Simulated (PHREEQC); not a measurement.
Reverse-osmosis reject: an equilibrium model

A made-up water analysis in mg/L, 25 °C, pH 6.4, pe 1.3:

| constituent | mg/L |
|---|---|
| Na | 189 |
| K | 125 |
| Ca | 58.8 |
| Mg | 255 |
| Cl | 534 |
| S(6) as SO4 | 370 |
| Alkalinity as HCO3 | 793 |
| N(-3) as NH4 | 0.333 |

Na is adjusted to close the charge balance.
Valence states are taken as typed.

Equilibrium calculation in PHREEQC: ion-association model, wateq4f.dat.

No solid was allowed to form.

Task: What ionic strength does the model give?

Result: ionic strength 0.0448 mol/kgw.

Task: In which forms is N present?

Result: NH4+ 98 %, NH4SO4- 1.5 % of the N.
